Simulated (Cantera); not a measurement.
A closed system holds: 1 mol B, 0.063 mol O₂, held at 2275 K and 1.00 bar.

Cantera equilibrium calculation (NASA polynomials, part measured and part estimated; ideal gas, pure solids and liquids). Candidate condensed phases: B, B₂O₃; 10 gas species. Kinetics and transport are ignored.

Base state: B₂O₂ 0.696, B₂O₃ 0.244, BO 0.0588, B₂O 0.00158, BO₂ 5.36e-5 (mole fractions); condensed: B(s).

**Question.** What changes in the equilibrium state with this change: O₂ from 0.063 to 2.7 mol?

**Answer.** 
```tsv
species	before	after
O₂	<1e-9	0.775
B₂O₃	0.244	0.182
BO₂	5.36e-5	0.0384
B₂O₂	0.696	7.60e-7
BO	0.0588	6.14e-5
B₂O	0.00158	<1e-9
O	5.51e-9	0.00378
B(s), mol	0.888	0
```

**Question.** What changes in the equilibrium state with this change: B replaced by B₂O₃?

**Answer.** 
| species | before | after |
|---|---|---|
| B₂O₃ | 0.244 | 0.590 |
| O₂ | <1e-9 | 0.351 |
| BO₂ | 5.36e-5 | 0.0566 |
| B₂O₂ | 0.696 | 3.65e-6 |
| BO | 0.0588 | 0.000135 |
| B₂O | 0.00158 | <1e-9 |
| O | 5.51e-9 | 0.00254 |
| B(s), mol | 0.888 | 0 |
| B₂O₃(l), mol | 0 | 0.894 |
